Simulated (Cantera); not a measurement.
Input: 1 mol PbO, 3.3 mol CH4, 0.045 mol CO, at 0.0840 bar.

Method: chemical equilibrium by Gibbs-energy minimisation in Cantera with the NASA 1993 tables (ideal gas, pure condensed phases). Candidate condensed phases: C, C6H6, C7H8, C8H18, H2O, Pb, PbO, PbO2, Pb3O4; 113 gas species. Equilibrium is a limit: real reactors are often held back by kinetics, nucleation or transport.

Task: Which condensed phases are stable at each of these points (T (°C)): 550, 700, 850, 1000, 1150, 1300, 1450, 1600, 1750, 1900, 2050, 2200, 2350?

Result: 
```
T (°C)     condensed phases  Pb condensed (%)
------  -------------------  ----------------
550     C(graphite) + Pb(l)             100.0
700     C(graphite) + Pb(l)              99.9
850     C(graphite) + Pb(l)              98.3
1000    C(graphite) + Pb(l)              82.9
1150            C(graphite)               0.0
1300            C(graphite)               0.0
1450            C(graphite)               0.0
1600            C(graphite)               0.0
1750            C(graphite)               0.0
1900            C(graphite)               0.0
2050            C(graphite)               0.0
2200            C(graphite)               0.0
2350            C(graphite)               0.0
```

From 550 °C to 1000 °C the condensed part is C(graphite) + Pb(l). From 1150 °C to 2350 °C the condensed part is C(graphite).
